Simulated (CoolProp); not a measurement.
Dodecamethylcyclohexasiloxane (D6) at 502.9 K and 6.26 MPa is throttled through a valve to 3.11 MPa with no heat exchange. Each further row changes one setting.

The numbers come from the reference Helmholtz-energy equation of state, Colonna 2008 in CoolProp. It is a short technical equation, of lower accuracy than the large ones.

| case | temperature change (K) | final density (kg/m³) |
|---|---|---|
| as stated | +0.5 | 751 |
| outlet pressure 0.933 MPa | +0.8 | 733 |
| outlet pressure 4.04 MPa | +0.4 | 758 |
